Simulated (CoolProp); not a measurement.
Values from CoolProp's reference Helmholtz-energy equation of state, Lemmon 2003. It is a pseudo-pure fit of the blend.

Question: For R507A, give the phase and the speed of sound (m/s), Joule-Thomson coefficient (K/MPa), Prandtl number at 226.85 °C and 0.617 MPa; 226.85 °C and 4.32 MPa.

Answer: 
- 226.85 °C and 0.617 MPa: gas; speed of sound 211, Joule-Thomson coefficient 3.70, Prandtl number 0.813
- 226.85 °C and 4.32 MPa: supercritical; speed of sound 199, Joule-Thomson coefficient 3.58, Prandtl number 0.870

Viscosity comes from a separate model (Geller 2000). Thermal conductivity comes from a separate model (Geller 2001).
